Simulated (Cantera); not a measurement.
Feed: 1 mol BN, 0.64 mol NF3, held at 1050 °C and 64.5 Torr.

Cantera equilibrium calculation (NASA polynomials, part measured and part estimated; ideal gas, pure solids and liquids). Candidate condensed phases: B, BN; 13 gas species. The tables' values for BF2 are old estimates; treat these amounts as uncertain. The numbers say what is thermodynamically allowed, not how fast it happens.

Base state: N2 0.500, BF3 0.500, BF2 8.81e-5 (mole fractions); condensed: BN(s).

What changes in the equilibrium state with this change: BN replaced by Si3N4?


```json
[
 {"species": "N2", "before": "0.500", "after": "0.571"},
 {"species": "SiF4", "before": "0", "after": "0.425"},
 {"species": "SiF3", "before": "0", "after": "0.00372"},
 {"species": "BF3", "before": "0.500", "after": "0"},
 {"species": "BF2", "before": "8.81e-5", "after": "0"},
 {"species": "SiF2", "before": "0", "after": "2.64e-5"},
 {"species": "BN(s), mol", "before": "0.360", "after": "0"},
 {"species": "Si3N4(s), mol", "before": "0", "after": "0.840"}
]
```
The tables' values for SiF3, SiF2 are old estimates; treat these amounts as uncertain. Further candidate phases: Si, Si3N4.
